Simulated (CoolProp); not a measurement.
Computed with CoolProp (reference Helmholtz-energy equation of state, Akasaka 2023).

Give the vapour pressure (kPa), liquid density (kg/m³), vapour density (kg/m³), enthalpy of vaporisation (kJ/kg) of saturated R1224YDZ at 252.1, 293.5 K.


```csv
T (K),p (kPa),liquid density (kg/m³),vapour density (kg/m³),enthalpy of vaporisation (kJ/kg)
252.1,19.9,1480,1.44,186
293.5,125,1370,8.04,167
```
